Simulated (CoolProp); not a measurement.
Normal hydrogen at 961.43 K and 0.214 MPa is throttled through a valve to 0.0786 MPa with no heat exchange. Each further row changes one setting.

The numbers come from the reference Helmholtz-energy equation of state, Leachman 2009 in CoolProp.

```csv
case,final density (kg/m³)
as stated,___
outlet pressure 0.0236 MPa,___
outlet pressure 0.102 MPa,___
```

**Question.** Complete the blanks.

**Answer.** 
- as stated, final density (kg/m³): 0.0198
- outlet pressure 0.0236 MPa, final density (kg/m³): 0.00595
- outlet pressure 0.102 MPa, final density (kg/m³): 0.0257
